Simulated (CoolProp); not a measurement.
Sulfur hexafluoride along the isotherm 214.25 °C: fugacity coefficient from the reference equation and from simpler models built on Tc = 45.6 °C, pc = 37.55 bar, ω = 0.210; each cubic takes its own stable root.

Values from CoolProp's reference Helmholtz-energy equation of state, Guder 2009.

| p (bar) | phase | reference |
|---|---|---|
| 13.4 | gas | 0.9759 |
| 26.8 | gas | 0.9529 |
| 40.2 | supercritical | 0.9312 |
| 53.6 | supercritical | 0.9107 |
| 67.1 | supercritical | 0.8914 |
| 80.5 | supercritical | 0.8737 |
| 93.9 | supercritical | 0.8574 |
| 107 | supercritical | 0.8429 |
| 121 | supercritical | 0.8290 |
| 134 | supercritical | 0.8176 |
| 148 | supercritical | 0.8069 |
| 161 | supercritical | 0.7984 |
| 174 | supercritical | 0.7912 |
| 188 | supercritical | 0.7848 |

How far does each simpler model (van der Waals, Redlich-Kwong, Soave-Redlich-Kwong, Peng-Robinson) lie from the reference over these 14 states: mean and median of the absolute difference, and the worst?


- van der Waals: mean 8.6 %, median 9.4 %, worst -14.0 % at 214.25 °C and 188 bar
- Redlich-Kwong: mean 5.2 %, median 5.5 %, worst -8.7 % at 214.25 °C and 188 bar
- Soave-Redlich-Kwong: mean 2.4 %, median 2.3 %, worst +4.6 % at 214.25 °C and 188 bar
- Peng-Robinson: mean 2.4 %, median 2.7 %, worst -3.4 % at 214.25 °C and 188 bar
